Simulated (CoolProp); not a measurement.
A single-stage vapour-compression cycle with R245fa: evaporating at 266.15 K (dew point), condensing at 293.15 K (bubble point), superheat 10 K, subcooling 2 K, compressor efficiency 0.65, no pressure losses. Each further row changes one setting.

The numbers come from the reference Helmholtz-energy equation of state, Akasaka 2015 in CoolProp.

| case | cooling COP | pressure ratio | discharge temperature (K) | refrigerating effect (kJ/kg) | volumetric capacity (kJ/m³) |
|---|---|---|---|---|---|
| as stated | 5.91 | 3.21 | 314.5 | 185 | 421 |
| evaporating temperature 271.15 K | 7.53 | 2.53 | 311.9 | 189 | 537 |
| condensing temperature 288.15 K | 7.39 | 2.64 | 308.0 | 191 | 436 |
| subcooling 7 K | 6.12 | 3.21 | 314.5 | 191 | 436 |
| superheat 20 K | 5.95 | 3.21 | 324.9 | 193 | 424 |
| compressor efficiency 0.55 | 5.00 | 3.21 | 320.6 | 185 | 421 |
